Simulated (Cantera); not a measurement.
Mixture: CH4 : O2 : N2 = 1 : 3.23 : 21.3 (molar parts), equivalence ratio 0.62, at 500000 Pa, adiabatic and at constant volume. Ignition delay is the time to a rise of 400 K.

Detailed kinetics in Cantera: GRI-Mech 3.0 (53 species, 325 reactions).

Q: What does this change do: CH4 1 to 2.5 parts?

A: 
```json
[
 {"quantity": "delay at 1100 K", "before": "50.0 ms", "after": "78.7 ms"},
 {"quantity": "delay at 1300 K", "before": "3.79 ms", "after": "5.99 ms"},
 {"quantity": "delay at 1500 K", "before": "0.436 ms", "after": "0.647 ms"},
 {"quantity": "delay at 1700 K", "before": "75.0 µs", "after": "95.0 µs"},
 {"quantity": "delay at 1900 K", "before": "19.9 µs", "after": "21.6 µs"},
 {"quantity": "apparent activation energy between 1800 and 2000 K", "before": "170 kJ/mol", "after": "190 kJ/mol"}
]
```

Q: What does this change do: 1.3 parts CO2 added?

A: 
```json
[
 {"quantity": "delay at 1100 K", "before": "50.0 ms", "after": "52.9 ms"},
 {"quantity": "delay at 1300 K", "before": "3.79 ms", "after": "4.08 ms"},
 {"quantity": "delay at 1500 K", "before": "0.436 ms", "after": "0.473 ms"},
 {"quantity": "delay at 1700 K", "before": "75.0 µs", "after": "80.4 µs"},
 {"quantity": "delay at 1900 K", "before": "19.9 µs", "after": "21.1 µs"},
 {"quantity": "apparent activation energy between 1800 and 2000 K", "before": "170 kJ/mol", "after": "170 kJ/mol"}
]
```
